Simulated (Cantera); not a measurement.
Input: 1 mol C2H2, 0.063 mol NH3, 75 mol H2, equilibrated at 5500000 Pa.

Equilibrium computed with Cantera from the NASA thermochemical tables; the gas is ideal and each condensed phase is pure. Candidate condensed phases: C, C6H6, C7H8, C8H18; 92 gas species. The ideal-gas law is rough above about 30 bar. The numbers say what is thermodynamically allowed, not how fast it happens. All values below are at 750 °C.

Base state: H2 0.972, CH4 0.0270, NH3 0.000398, N2 0.000226 (mole fractions); condensed: gas only.

What changes in the equilibrium state with this change: H2 from 75 to 15 mol?


```tsv
species	before	after
H2	0.972	0.856
CH4	0.0270	0.142
N2	0.000226	0.00177
NH3	0.000398	0.000919
```
